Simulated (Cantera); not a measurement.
Charge: 1 mol Fe₂O₃, a varied amount of CO, held at 1977 °C and 0.170 bar.

Equilibrium computed with Cantera from the NASA thermochemical tables; the gas is ideal and each condensed phase is pure. Candidate condensed phases: C, Fe, Fe(CO)₅, FeO, Fe₂O₃, Fe₃O₄; 15 gas species. The tables' stoichiometric FeO is somewhat more stable than real wüstite, so its field is too wide. FeO: taken at fixed stoichiometry. Rates play no part.

Question: At 2.8 mol CO, list the 6 most abundant gas species with their mole fractions, and the condensed phases.

Answer: CO 0.636, CO₂ 0.359, Fe 0.00401, FeO 0.000418, O₂ 0.000133, O 0.000103. Condensed: FeO(l).
